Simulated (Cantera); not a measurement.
What does this Cantera script print?

```python
import numpy as np
import cantera as ct

gas_names = [...]  # 123 gases of nasa_gas.yaml made of C, H, O, Si
cond_names = """
    C(gr) C6H6(L) C7H8(L) C8H18(L),n-octa H2O(s) H2O(L) Si(cr) Si(L) SiC(b) SiO2(Lqz) SiO2(hqz) SiO2(L)
""".split()


# ... load() reads the species with a 1 bar reference pressure and builds the phases ...
atoms = {
    'HMDSO': {'Si': 2, 'C': 6, 'H': 18, 'O': 1},
    'O2': {'O': 2},
    'H2': {'H': 2},
}
top_T = {'C(gr)': 4500, 'SiC(b)': 3050}  # K; cautious upper limits of use, not melting points


# ... equilibrate(T, P, feed) seeds the gas with the atoms and calls Mixture.equilibrate('TP', solver="vcs", rtol=1e-11, max_steps=5000) ...
results = []
feed = {'HMDSO': 1, 'O2': 1.1, 'H2': 26}  # mol
T = 698.15  # K
P = 7.3  # Pa
mix = equilibrate(T, P, feed)
results.append((T, P, feed, dict(zip(mix.species_names, mix.species_moles))))
print(gas.report(threshold=1e-06))
for i in range(1, mix.n_phases):
    print(f"{mix.phase(i).name:16s} {mix.phase_moles(i):12.5e} mol")
```

Result:

```
       temperature   698.15 K
          pressure   7.3 Pa
           density   2.5467e-06 kg/m^3
  mean mol. weight   2.025 kg/kmol
   phase of matter   gas

                          1 kg             1 kmol
                     ---------------   ---------------
          enthalpy        5.7545e+06        1.1653e+07  J
   internal energy         2.888e+06        5.8483e+06  J
           entropy        1.1596e+05        2.3483e+05  J/K
    Gibbs function       -7.5205e+07       -1.5229e+08  J
 heat capacity c_p             14498             29360  J/K
 heat capacity c_v             10393             21045  J/K

                      mass frac. Y      mole frac. X     chem. pot. / RT
                     ---------------   ---------------   ---------------
               CH4         0.0051069        0.00064462           -53.528
                H2           0.99489           0.99936           -26.218
     [ +121 minor]        3.0685e-09        2.2679e-10

C(gr)             5.57745e+00 mol
Si(cr)            0.00000e+00 mol
SiC(b)            4.00000e-01 mol
SiO2(Lqz)         1.60000e+00 mol
```

Cantera equilibrium calculation (NASA polynomials, part measured and part estimated; ideal gas, pure solids and liquids). The feed counts by its element totals alone.
